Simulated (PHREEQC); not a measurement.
**Arsenic or selenium liquor: an equilibrium model**

Consider water at 8.3 °C with 0.037 mol H2SeO4 and 0.00027 mol NaHCO3 per kg of water. Closed to the air; pH follows from the charge balance.

The numbers come from PHREEQC with the ion-association model, wateq4f.dat.

No solid was allowed to form.

### Question
Predict the pH, ionic strength.

### Answer
pH 1.31; ionic strength 0.0806 mol/kgw.

### Question
In which forms is Se present?

### Answer
SeO4-2 59 %, HSeO4- 41 % of the Se.

Complexes and solids missing from the database can't appear. Away from 25 °C the constants follow the database's enthalpies or fits; those with neither stay at their 25 °C values.
